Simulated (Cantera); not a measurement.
Premixed flame

A freely propagating, adiabatic, planar premixed flame of 58.2 % H2, 10.4 % O2, 31.2 % N2, 0.105 % H2O, equivalence ratio 2.8, unburnt at 600 K and 1000000 Pa; mixture-averaged transport, grid criteria slope 0.08 and curve 0.16, no radiation.

Cantera simulation using the H2/O2 subset of GRI-Mech 3.0, which has no nitrogen chemistry; the numbers are that mechanism's predictions, not measurements. The hydrogen kinetics of GRI-Mech 3.0 are dated; newer H2 mechanisms differ, most at raised pressure. Burning velocities carry a grid error of a few per cent, more on coarse grids.

| z (mm) | T (K) | u (m/s) | x H2 | x O2 | x H2O2 | x HO2 | x OH | x O |
|---|---|---|---|---|---|---|---|---|
| -0.0785 | 600 | 8.33 | 0.582 | 0.104 | <1e-8 | <1e-8 | <1e-8 | <1e-8 |
| -0.0523 | 600 | 8.33 | 0.582 | 0.104 | <1e-8 | 2.19e-8 | <1e-8 | <1e-8 |
| -0.0392 | 600 | 8.33 | 0.582 | 0.104 | <1e-8 | 1.89e-7 | <1e-8 | <1e-8 |
| -0.0262 | 604 | 8.37 | 0.582 | 0.105 | 1.93e-7 | 7.43e-6 | <1e-8 | 5.30e-8 |
| -0.0131 | 700 | 9.47 | 0.568 | 0.105 | 2.96e-5 | 0.000837 | 5.85e-5 | 1.37e-5 |
| -0.00654 | 1002 | 13.1 | 0.533 | 0.0955 | 7.97e-5 | 0.00100 | 0.000616 | 0.000190 |
| 0 | 1384 | 17.7 | 0.479 | 0.0676 | 3.23e-5 | 0.000495 | 0.00120 | 0.000782 |
| 0.00654 | 1654 | 21.0 | 0.431 | 0.0343 | 5.77e-6 | 0.000227 | 0.00179 | 0.000960 |
| 0.0131 | 1799 | 22.9 | 0.405 | 0.0140 | 2.66e-6 | 8.99e-5 | 0.00195 | 0.000601 |
| 0.0262 | 1920 | 24.3 | 0.393 | 0.00237 | 8.45e-7 | 1.43e-5 | 0.00189 | 0.000206 |
| 0.0523 | 2009 | 25.3 | 0.397 | 0.000162 | 2.25e-7 | 9.79e-7 | 0.00161 | 8.44e-5 |
| 0.105 | 2080 | 26.0 | 0.403 | 1.28e-5 | 8.84e-8 | 1.23e-7 | 0.00117 | 3.71e-5 |
| 0.209 | 2129 | 26.6 | 0.408 | 3.90e-6 | 3.62e-8 | 4.16e-8 | 0.000750 | 1.38e-5 |
x: mole fraction of selected species; z is measured from the peak of heat release.

- laminar burning velocity = 833 cm/s
- thermal thickness = 0.0262 mm
- peak x(H2O2) = 7.98e-5
- peak x(HO2) = 0.00123
- peak x(OH) = 0.00195
- peak x(O) = 0.000998
